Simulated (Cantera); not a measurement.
Ammonia decomposition in nitride growth gas

A perfectly stirred reactor is fed with NH3 : N2 = 1 : 0.35 (molar parts), at 0.380 bar; it is held at 2200 K, and followed from long to short residence time.

Model: the gas-phase N/H chemistry of the illustrative SiF4/NH3 mechanism in the Surface Chemkin manual (1991), integrated in Cantera. Walls and surfaces, which speed up NH3 decomposition in real reactors, are not modelled.

```tsv
τ (s)	x NH3	x N	x NH	x H2	x N2H4	x N2H2
0.48	0.0125	4.21e-6	1.70e-5	0.625	1.08e-9	1.28e-7
0.27	0.0241	3.97e-6	2.04e-5	0.616	2.51e-9	2.46e-7
0.15	0.0443	3.84e-6	2.44e-5	0.599	5.58e-9	4.64e-7
0.087	0.0744	3.74e-6	2.87e-5	0.573	1.12e-8	8.15e-7
0.049	0.123	3.64e-6	3.35e-5	0.531	2.20e-8	1.43e-6
0.028	0.192	3.50e-6	3.81e-5	0.472	4.02e-8	2.38e-6
0.016	0.280	3.29e-6	4.22e-5	0.395	6.79e-8	3.75e-6
0.0089	0.387	2.98e-6	4.50e-5	0.304	1.07e-7	5.63e-6
0.0050	0.489	2.56e-6	4.60e-5	0.215	1.53e-7	7.70e-6
```
x: mole fraction; the columns are a selection and need not sum to one.
